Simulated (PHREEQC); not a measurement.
Solution (25 °C): 0.0014 mol/kgw CuSO4 and 5.6e-05 mol/kgw HCl. Closed to the air; pH follows from the charge balance.

All values are PHREEQC results (ion-association model, phreeqc.dat), not measurements.

Task: The ionic strength comes out as 0.00496 mol/kgw. What activity coefficients do H+, SO4-2, Cl-, Cu+2, HSO4- get?

Result: H+ 0.93, SO4-2 0.74, Cl- 0.93, Cu+2 0.75, HSO4- 0.93.

This is a speciation only: nothing precipitates in the calculation. Complexes and solids missing from the database can't appear.
